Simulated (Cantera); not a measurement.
Mixture: H₂ : O₂ : N₂ = 1 : 0.278 : 1 (molar parts), equivalence ratio 1.8, at 500000 Pa, adiabatic and at constant volume. Ignition delay is the time to a rise of 400 K.

Cantera simulation using the H2/O2 subset of GRI-Mech 3.0, which has no nitrogen chemistry; the numbers are that mechanism's predictions, not measurements. The hydrogen kinetics of GRI-Mech 3.0 are dated; newer H2 mechanisms differ, most at raised pressure. Where the delays flatten at high temperature, the 400 K rule measures the pace of heat release, not the induction time.

Q: Predict: delay at 1150 K; delay at 1350 K; delay at 1550 K; delay at 1750 K; delay at 1950 K.

A: 
- delay at 1150 K = 55.4 µs
- delay at 1350 K = 5.13 µs
- delay at 1550 K = 2.35 µs
- delay at 1750 K = 1.45 µs
- delay at 1950 K = 1.09 µs
